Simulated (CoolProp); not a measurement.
Vapour-liquid equilibrium of CH2F2 (R32) (1) + R227EA (2) at 295.8 K; x and y are mole fractions of (1).

Model: multi-fluid Helmholtz-energy mixture model, Tillner-Roth 1997 and Lemmon 2016; pair parameters Bell 2016, in CoolProp.

| x | bubble pressure, mixture model (MPa) | bubble pressure, Raoult's law (MPa) | y, mixture model | y, Raoult's law |
|---|---|---|---|---|
| 0.05 | 0.4831 | 0.4811 | 0.151 | 0.165 |
| 0.2 | 0.6736 | 0.6555 | 0.454 | 0.484 |
| 0.35 | 0.8639 | 0.8299 | 0.630 | 0.669 |
| 0.5 | 1.043 | 1.004 | 0.744 | 0.789 |
| 0.65 | 1.211 | 1.179 | 0.830 | 0.874 |
| 0.8 | 1.372 | 1.353 | 0.903 | 0.937 |
| 0.95 | 1.532 | 1.528 | 0.975 | 0.986 |

The largest gap from Raoult's law is +4.1 % in bubble pressure, at x = 0.35. No azeotrope shows between x = 0.05 and 0.95.

The pair parameters rest on a limited set of measurements; away from them the model extrapolates.
